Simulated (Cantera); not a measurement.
Catalytic combustion on Pt

An isothermal plug-flow reactor at 625 K and 1.00 atm (inlet), inlet velocity 1.8 m/s, active area per volume 850 1/m; feed 0.279 % CO, 2.91 % O₂, 95.9 % N₂, 0.910 % H₂O, equivalence ratio 0.048.

Detailed kinetics in Cantera: Deutschmann's 1995 Pt surface mechanism with GRI-Mech 3.0 gas chemistry. Catalytic surfaces can have several steady states; this one follows from the mechanism file's or the stated starting coverage. Mass transfer to the wall is taken as infinitely fast.

```csv
z (m),x CO,x O₂,x H₂O,x CO₂,θ free Pt,θ O*,θ OH*,θ CO*
0.00016,0.00274,0.0291,0.00910,5.56e-5,0.0380,0.0350,0.00121,0.926
0.00026,0.00270,0.0291,0.00910,9.19e-5,0.0387,0.0363,0.00124,0.924
0.00044,0.00263,0.0291,0.00910,0.000161,0.0401,0.0390,0.00131,0.920
0.00073,0.00251,0.0290,0.00911,0.000283,0.0429,0.0450,0.00146,0.911
0.0012,0.00226,0.0289,0.00911,0.000532,0.0512,0.0660,0.00193,0.881
0.002,0.00173,0.0286,0.00911,0.00106,0.0168,0.973,0.00424,0.00622
0.0034,0.00167,0.0286,0.00911,0.00112,0.0113,0.982,0.00351,0.00273
0.0056,0.00162,0.0286,0.00911,0.00117,0.00933,0.986,0.00319,0.00179
0.0094,0.00156,0.0285,0.00911,0.00123,0.00796,0.988,0.00295,0.00125
0.016,0.00149,0.0285,0.00911,0.00131,0.00690,0.989,0.00275,0.000891
```
x: gas mole fraction; θ: surface coverage.
